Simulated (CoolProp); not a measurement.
n-nonane at 298.15 K and 0.31 MPa flows at 5.3 m/s in a round tube of 2 mm bore and 0.25 µm roughness, fully developed (64/Re and Nu = 3.66 if laminar; Colebrook and Gnielinski if turbulent). Each further row changes one setting.

Computed with CoolProp (reference Helmholtz-energy equation of state, Lemmon 2006). It is a short technical equation, of lower accuracy than the large ones.

```
case               Reynolds number  Darcy friction factor  pressure drop (Pa/m)  heat-transfer coefficient (W/(m² K))  mass flow (kg/h)
-----------------  ---------------  ---------------------  --------------------  ------------------------------------  ----------------
as stated                      ___                    ___                150000                                   ___               ___
velocity 10.6 m/s            23100                 0.0253                507000                                 12900               ___
diameter 4 mm                23100                 0.0251                 63000                                  6450               171
```

**Question.** Complete the blanks.

**Answer.** 
- as stated, Reynolds number: 11500
- as stated, Darcy friction factor: 0.0299
- as stated, heat-transfer coefficient (W/(m² K)): 6860
- as stated, mass flow (kg/h): 42.8
- velocity 10.6 m/s, mass flow (kg/h): 85.6

Viscosity comes from a separate model (Huber 2004). Thermal conductivity comes from a separate model (Huber 2005).
